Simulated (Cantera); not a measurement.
An isothermal, constant-pressure homogeneous reactor starts with H₂ : O₂ = 0.031 : 1 (molar parts), at 1300 K and 0.00138 atm. Integrator tolerance rtol = 1e-08.

Cantera simulation using GRI-Mech 3.0 (53 species, 325 reactions); the numbers are that mechanism's predictions, not measurements. Radical loss at walls, strong at low pressure, is not modelled.

Problem. What does this change do: O2 1 to 0.13 parts?

Solution. 
```csv
quantity,before,after
x(H₂) at 100 s,5.94e-6 (gas-phase equilibrium 7.23e-8),3.89e-6 (gas-phase equilibrium 5.61e-7)
x(O₂) at 100 s,0.969 (gas-phase equilibrium 0.969),0.787 (gas-phase equilibrium 0.787)
x(H₂O₂) at 100 s,1.15e-9 (gas-phase equilibrium 6.16e-11),1.26e-9 (gas-phase equilibrium 3.88e-10)
x(H) at 100 s,5.98e-6 (gas-phase equilibrium 8.01e-9),4.06e-7 (gas-phase equilibrium 2.23e-8)
x(OH) at 100 s,0.000399 (gas-phase equilibrium 4.41e-5),0.000291 (gas-phase equilibrium 0.000111)
x(O) at 100 s,0.000387 (gas-phase equilibrium 4.69e-6),2.92e-5 (gas-phase equilibrium 4.22e-6)
```
The temperature is held fixed by assumption; the heat of reaction is taken as removed at once.

Problem. What does this change do: H2 0.031 to 0.31 parts?

Solution. 
| quantity | before | after |
|---|---|---|
| x(H₂) at 100 s | 5.94e-6 (gas-phase equilibrium 7.23e-8) | 3.93e-6 (gas-phase equilibrium 7.33e-7) |
| x(O₂) at 100 s | 0.969 (gas-phase equilibrium 0.969) | 0.731 (gas-phase equilibrium 0.732) |
| x(H₂O₂) at 100 s | 1.15e-9 (gas-phase equilibrium 6.16e-11) | 1.30e-9 (gas-phase equilibrium 4.71e-10) |
| x(H) at 100 s | 5.98e-6 (gas-phase equilibrium 8.01e-9) | 3.17e-7 (gas-phase equilibrium 2.55e-8) |
| x(OH) at 100 s | 0.000399 (gas-phase equilibrium 4.41e-5) | 0.000282 (gas-phase equilibrium 0.000122) |
| x(O) at 100 s | 0.000387 (gas-phase equilibrium 4.69e-6) | 2.19e-5 (gas-phase equilibrium 4.07e-6) |
The temperature is held fixed by assumption; the heat of reaction is taken as removed at once.
